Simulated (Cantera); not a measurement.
Cantera run:

```python
import numpy as np
import cantera as ct

gas_names = [...]  # 91 gases of nasa_gas.yaml made of C, Cl, H
cond_names = """
    C(gr) C6H6(L) C7H8(L) C8H18(L),n-octa
""".split()


# ... load() reads the species with a 1 bar reference pressure and builds the phases ...
atoms = {
    'CCl4': {'C': 1, 'CL': 4},
    'HCl': {'H': 1, 'CL': 1},
    'H2': {'H': 2},
}
top_T = {'C(gr)': 4500}  # K; cautious upper limits of use, not melting points


# ... equilibrate(T, P, feed) seeds the gas with the atoms and calls Mixture.equilibrate('TP', solver="vcs", rtol=1e-11, max_steps=5000) ...
results = []
T = 1700  # K
P = 1000  # Pa
for m in [2.4, 3.6, 4.8, 6, 7.2, 8.4, 9.6, 11, 12, 13, 14, 16]:
    feed = {'CCl4': 1, 'HCl': 0.07, 'H2': m}  # mol
    mix = equilibrate(T, P, feed)
    results.append((T, P, feed, dict(zip(mix.species_names, mix.species_moles))))
    x = sorted(zip(gas.X, gas.species_names), reverse=True)
    print(f"T = {T:g} K  P = {P:g} Pa  n(H2) = {m:g} mol  gas = {mix.phase_moles(0):.4g} mol")
    print("   x: " + "  ".join(f"{s} {v:.3e}" for v, s in x if v > 0.001))
    print("   condensed (mol): " + ("  ".join(f"{mix.phase(i).name} {mix.phase_moles(i):.4g}"
          for i in range(1, mix.n_phases) if mix.phase_moles(i) > 1e-12) or "none"))
```

Output:

```
T = 1700 K  P = 1000 Pa  n(H2) = 2.4 mol  gas = 4.479 mol
   x: HCL 9.053e-01  H2 9.081e-02  CL 3.442e-03
   condensed (mol): C(gr) 0.9999
T = 1700 K  P = 1000 Pa  n(H2) = 3.6 mol  gas = 5.677 mol
   x: HCL 7.154e-01  H2 2.822e-01  CL 1.543e-03
   condensed (mol): C(gr) 0.9998
T = 1700 K  P = 1000 Pa  n(H2) = 4.8 mol  gas = 6.877 mol
   x: HCL 5.908e-01  H2 4.072e-01  CL 1.061e-03
   condensed (mol): C(gr) 0.9996
T = 1700 K  P = 1000 Pa  n(H2) = 6 mol  gas = 8.077 mol
   x: HCL 5.031e-01  H2 4.951e-01  H 1.037e-03
   condensed (mol): C(gr) 0.9994
T = 1700 K  P = 1000 Pa  n(H2) = 7.2 mol  gas = 9.278 mol
   x: H2 5.602e-01  HCL 4.380e-01  H 1.103e-03
   condensed (mol): C(gr) 0.9992
T = 1700 K  P = 1000 Pa  n(H2) = 8.4 mol  gas = 10.48 mol
   x: H2 6.104e-01  HCL 3.878e-01  H 1.151e-03
   condensed (mol): C(gr) 0.999
T = 1700 K  P = 1000 Pa  n(H2) = 9.6 mol  gas = 11.68 mol
   x: H2 6.503e-01  HCL 3.480e-01  H 1.188e-03
   condensed (mol): C(gr) 0.9988
T = 1700 K  P = 1000 Pa  n(H2) = 11 mol  gas = 13.08 mol
   x: H2 6.876e-01  HCL 3.107e-01  H 1.222e-03
   condensed (mol): C(gr) 0.9986
T = 1700 K  P = 1000 Pa  n(H2) = 12 mol  gas = 14.08 mol
   x: H2 7.097e-01  HCL 2.886e-01  H 1.241e-03
   condensed (mol): C(gr) 0.9985
T = 1700 K  P = 1000 Pa  n(H2) = 13 mol  gas = 15.08 mol
   x: H2 7.288e-01  HCL 2.695e-01  H 1.258e-03
   condensed (mol): C(gr) 0.9983
T = 1700 K  P = 1000 Pa  n(H2) = 14 mol  gas = 16.08 mol
   x: H2 7.456e-01  HCL 2.527e-01  H 1.272e-03
   condensed (mol): C(gr) 0.9981
T = 1700 K  P = 1000 Pa  n(H2) = 16 mol  gas = 18.08 mol
   x: H2 7.736e-01  HCL 2.248e-01  H 1.296e-03
   condensed (mol): C(gr) 0.9978
```

Cantera equilibrium calculation (NASA polynomials, part measured and part estimated; ideal gas, pure solids and liquids).
